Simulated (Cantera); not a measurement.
A closed system holds: 1 mol HMDSO, 0.68 mol N2O, equilibrated at 1075 K and 17.0 Pa.

Cantera equilibrium calculation (NASA polynomials, part measured and part estimated; ideal gas, pure solids and liquids). Candidate condensed phases: C, C6H6, C7H8, C8H18, H2O, Si, SiC, SiO2, Si2N2O, Si3N4; 151 gas species. The feed counts by its element totals alone. Mutual solubility and eutectic melting of coexisting phases are not modelled. The numbers say what is thermodynamically allowed, not how fast it happens.

Problem. What is the equilibrium state?

Solution. 
```
Item                                 Result
--------------------------------  ---------
x(H2)                                 0.991
x(CO)                               0.00940
x(CH4)                              7.52e-6
x(N2)                               5.05e-6
x(SiO)                              1.51e-6
x(H)                                1.12e-6
n(C(graphite))                     5.73 mol
n(SiC(s))                         0.183 mol
n(SiO2(β-quartz))                 0.457 mol
n(Si2N2O(s))                      0.680 mol
gas amount                        9.085 mol
log10 activity of Si(s) (absent)      -3.14
```
